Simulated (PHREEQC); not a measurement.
Acid mine or pickling water

Model water analysis in mg/kgw, 5 °C, pH 2.16, pe 10.4:

| constituent | mg/kgw |
|---|---|
| Na | 337 |
| K | 447 |
| Ca | 361 |
| Mg | 33.2 |
| Cl | 470 |
| S(6) as SO4 | 2180 |
| N(5) as NO3 | 2.15 |
| O(0) (dissolved oxygen) | 6.56 |
| Cd | 16.9 |
| Mn(2) | 54.8 |
| F | 0.219 |

Valence states are taken as typed.

Equilibrium calculation in PHREEQC: ion-association model, phreeqc.dat.

No solid was allowed to form.

Question: Predict the ionic strength, specific conductance, density.

Answer: ionic strength 0.0717 mol/kgw; specific conductance 4250 µS/cm; density 1.003 g/cm³.

Question: In which forms is K present?

Answer: K+ 97 %, KSO4- 2.9 % of the K.

Constants without temperature data keep their 25 °C values here.
